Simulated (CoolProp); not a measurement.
Values from CoolProp's reference Helmholtz-energy equation of state, Zhou 2012.

Q: For p-xylene, give the phase and the speed of sound (m/s), isothermal compressibility (1/MPa), conductivity (mW/(m K)) at 116.85 °C and 12800 kPa; 125.45 °C and 12800 kPa.

A: 
- 116.85 °C and 12800 kPa: liquid; speed of sound 1050, isothermal compressibility 0.00144, conductivity 110
- 125.45 °C and 12800 kPa: liquid; speed of sound 1020, isothermal compressibility 0.00153, conductivity 108

Thermal conductivity comes from a separate model (Mylona 2014).
